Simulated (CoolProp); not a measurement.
Vapour-liquid equilibrium of benzene (1) + p-xylene (2) at 0.32 MPa; x and y are mole fractions of (1).

Model: multi-fluid Helmholtz-energy mixture model, Thol 2012 and Zhou 2012; pair parameters Bell 2016, in CoolProp.

```json
[
 {"x": "0.05", "bubble temperature, mixture model (°C)": "182.0", "bubble temperature, Raoult's law (°C)": "181.2", "y, mixture model": "[?]", "y, Raoult's law": "0.164"},
 {"x": "0.125", "bubble temperature, mixture model (°C)": "174.6", "bubble temperature, Raoult's law (°C)": "173.1", "y, mixture model": "0.315", "y, Raoult's law": "0.354"},
 {"x": "0.2", "bubble temperature, mixture model (°C)": "[?]", "bubble temperature, Raoult's law (°C)": "166.0", "y, mixture model": "0.456", "y, Raoult's law": "0.497"},
 {"x": "0.275", "bubble temperature, mixture model (°C)": "161.4", "bubble temperature, Raoult's law (°C)": "159.7", "y, mixture model": "0.570", "y, Raoult's law": "0.607"},
 {"x": "0.35", "bubble temperature, mixture model (°C)": "155.7", "bubble temperature, Raoult's law (°C)": "154.1", "y, mixture model": "0.661", "y, Raoult's law": "0.692"},
 {"x": "0.425", "bubble temperature, mixture model (°C)": "[?]", "bubble temperature, Raoult's law (°C)": "149.1", "y, mixture model": "0.734", "y, Raoult's law": "0.759"},
 {"x": "0.5", "bubble temperature, mixture model (°C)": "145.7", "bubble temperature, Raoult's law (°C)": "144.6", "y, mixture model": "0.794", "y, Raoult's law": "0.813"},
 {"x": "0.575", "bubble temperature, mixture model (°C)": "141.4", "bubble temperature, Raoult's law (°C)": "140.5", "y, mixture model": "0.842", "y, Raoult's law": "0.858"},
 {"x": "0.65", "bubble temperature, mixture model (°C)": "137.5", "bubble temperature, Raoult's law (°C)": "136.7", "y, mixture model": "0.882", "y, Raoult's law": "0.894"},
 {"x": "0.725", "bubble temperature, mixture model (°C)": "133.8", "bubble temperature, Raoult's law (°C)": "133.3", "y, mixture model": "0.916", "y, Raoult's law": "0.924"},
 {"x": "0.8", "bubble temperature, mixture model (°C)": "130.5", "bubble temperature, Raoult's law (°C)": "130.1", "y, mixture model": "0.944", "y, Raoult's law": "0.949"},
 {"x": "0.875", "bubble temperature, mixture model (°C)": "127.4", "bubble temperature, Raoult's law (°C)": "127.2", "y, mixture model": "0.967", "y, Raoult's law": "0.971"},
 {"x": "0.95", "bubble temperature, mixture model (°C)": "124.5", "bubble temperature, Raoult's law (°C)": "124.4", "y, mixture model": "0.988", "y, Raoult's law": "0.989"}
]
```

Some entries are withheld; supply them.


- 0.05, y, mixture model: 0.139
- 0.2, bubble temperature, mixture model (°C): 167.7
- 0.425, bubble temperature, mixture model (°C): 150.5

The largest gap from Raoult's law is +1.7 K in bubble temperature, at x = 0.275. No azeotrope shows between x = 0.05 and 0.95.

Pair parameters are fitted to limited data, so mixtures are less certain than the pure fluids.
